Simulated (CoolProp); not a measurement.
Vapour-liquid equilibrium of propylene (1) + isobutane (2) at -5.05 °C; x and y are mole fractions of (1).

The numbers come from the multi-fluid Helmholtz-energy mixture model, Lemmon 2013 and Bücker 2006; pair parameters Bell 2016 in CoolProp.

**Question.** Give the bubble pressure and the first vapour's composition at x = 0.25, 0.45, 0.55. Is there an azeotrope?

**Answer.** x = 0.25: 2.156 bar, y = 0.506; x = 0.45: 2.668 bar, y = 0.690; x = 0.55: 2.973 bar, y = 0.772. No azeotrope shows between x = 0.05 and 0.95.

Pair parameters are fitted to limited data, so mixtures are less certain than the pure fluids. The gap from Raoult's law changes sign with composition, which may be real or a fault of the pair parameters; it wasn't checked against measurements.
